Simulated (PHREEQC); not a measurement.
**Sulfide liquor (model solution)**

A solution holds 0.00019 mol/kgw H2S, 0.00054 mol/kgw NaCl and 0.00088 mol/kgw FeCl2, at 20 °C. Closed to the air; pH follows from the charge balance.

Equilibrium calculation in PHREEQC: ion-association model, wateq4f.dat.

This is a speciation only: nothing precipitates in the calculation.

Estimate the pH.

pH 5.10.

In which forms is S present?

H2S 96 %, Fe(HS)2 3.2 %, HS- 1.2 % of the S.

The solution is supersaturated, for example in Mackinawite, FeS(ppt), so a real one may precipitate; this is no full list. Complexes and solids missing from the database can't appear. The polysulfide entries of wateq4f.dat were taken out for this run.
